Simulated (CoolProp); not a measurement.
Saturation properties of ammonia (Tc = 132.4 °C, pc = 11.36 MPa, ω = 0.256).

Values from CoolProp's reference Helmholtz-energy equation of state, Gao 2020.

| T (°C) | p (MPa) | liquid density (kg/m³) | liquid cp (kJ/(kg K)) | surface tension (mN/m) | vapour viscosity (µPa s) | liquid conductivity (mW/(m K)) |
|---|---|---|---|---|---|---|
| 21.75 | … | 607.8 | 4.753 | 21.2 | 9.73 | 495 |
| 27.25 | 1.074 | … | 4.800 | 20.0 | … | 480 |
| 32.65 | 1.261 | 591.3 | 4.852 | 18.7 | 10.1 | … |
| 38.15 | 1.476 | 582.6 | 4.912 | 17.5 | 10.3 | 449 |
| 43.55 | 1.713 | 573.8 | 4.978 | 16.3 | 10.4 | 434 |
| 48.95 | 1.978 | 564.8 | 5.053 | 15.1 | 10.6 | 419 |
| 54.45 | 2.278 | 555.3 | 5.140 | 13.9 | … | 405 |
| 59.85 | 2.605 | 545.6 | 5.239 | … | 11.0 | … |

Question: Fill in the missing entries.

Answer: 
- 21.75, p (MPa): 0.9060
- 27.25, liquid density (kg/m³): 599.6
- 27.25, vapour viscosity (µPa s): 9.91
- 32.65, liquid conductivity (mW/(m K)): 464
- 54.45, vapour viscosity (µPa s): 10.8
- 59.85, surface tension (mN/m): 12.8
- 59.85, liquid conductivity (mW/(m K)): 390

It boils at -33.3 °C under 1 atm.

Viscosity comes from a separate model (Fenghour 1995). Thermal conductivity comes from a separate model (Tufeu 1984). Surface tension comes from a separate correlation (Mulero 2012).
